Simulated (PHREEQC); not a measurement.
1.6 g of hydrous ferric oxide (600 m²/g; 0.2 weak and 0.005 strong sites per Fe, Dzombak-Morel constants, diffuse double layer) in 1 kg of water with 0.1 mol/kgw of an inert sodium salt and 2.2e-05 mol PbCl2 and 0.00012 mol Na2HAsO4, at 25 °C; the pH is set by adding NaOH or the inert anion's acid. O2 is buffered at 0.21 atm. CO2 from the air is kept out. Precipitation was switched off in this run.

All values are PHREEQC results (ion-association model, wateq4f.dat), not measurements.

Task: Predict surface charge σ (C/m²) at pH = 6, 7.33, 9.33, 10.67, 12.

Result: 
| pH | surface charge σ (C/m²) |
|---|---|
| 6 | 0.101 |
| 7.33 | 0.023 |
| 9.33 | -0.059 |
| 10.67 | -0.164 |
| 12 | -0.307 |

The database has no arsenate complexes of Pb.
